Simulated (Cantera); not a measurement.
## NO annealing gas

An isothermal, constant-pressure homogeneous reactor starts with NO : N₂ = 1 : 14 (molar parts), at 2075 K and 0.440 bar.

Computed with Cantera and GRI-Mech 3.0 (53 species, 325 reactions).

```csv
t (s),x NO,x N₂O,x O,x N₂,x NO₂
2.00e-5,0.0667,7.55e-8,7.74e-8,0.933,6.92e-10
0.000112,0.0667,3.92e-7,4.55e-7,0.933,1.65e-8
0.000632,0.0667,1.48e-6,3.15e-6,0.933,2.21e-7
0.00356,0.0666,2.21e-6,2.23e-5,0.933,1.78e-6
0.0200,0.0664,2.19e-6,6.66e-5,0.933,5.23e-6
0.112,0.0648,2.09e-6,8.40e-5,0.934,6.50e-6
0.632,0.0548,1.51e-6,0.000149,0.939,9.96e-6
3.56,0.0150,2.47e-7,0.000285,0.959,5.34e-6
20.0,0.00400,1.64e-7,0.000312,0.965,1.56e-6
```
x: mole fraction; the columns are a selection and need not sum to one.

Equilibrium at this temperature and pressure: NO 0.00400, N₂O 1.64e-7, O 0.000312, N₂ 0.965, NO₂ 1.56e-6 (gas phase only).
